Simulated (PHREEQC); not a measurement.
A made-up water analysis in mg/L, 25 °C, pH 6.6, pe -1.7: Na 4.15; K 0.158; Ca 6.87; Mg 2.41; Cl 4.32; S(6) as SO4 3.66; Alkalinity as HCO3 32.7; F 0.0054; Br 0.637.

Valence states are taken as typed.

Computed with PHREEQC (ion-association model, phreeqc.dat).

Precipitation was switched off in this run.

Question: Order these C species by the share of C that they hold, largest first: CaHCO3+, HCO3-, CO2.

Answer: HCO3- (65 %), CO2 (35 %), CaHCO3+ (0.12 %)

The pH is 6.60 and the ionic strength 0.00103 mol/kgw.
